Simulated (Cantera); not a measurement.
**Ignition delay**

Mixture: CH4 : C2H6 : C3H8 : O2 : N2 = 1 : 0.19 : 0.68 : 3.37 : 12.7 (molar parts), at 12.0 bar, adiabatic and at constant pressure. Ignition delay is the time to a rise of 400 K.

Detailed kinetics in Cantera: GRI-Mech 3.0 (53 species, 325 reactions). GRI-Mech 3.0 was tuned for natural gas; its chemistry of propane as a main component is partial and can be far from experiment. The pressure lies above the range GRI-Mech 3.0 was tuned for (to about 10 atm).

```tsv
T0 (K)	delay (ms)
1150	1.57
1225	0.578
1300	0.212
1375	0.0822
1450	0.0350
1525	0.0166
1600	0.00881
1675	0.00514
1750	0.00326
1825	0.00222
```

The apparent activation energy between 1675 and 1825 K is 140 kJ/mol.
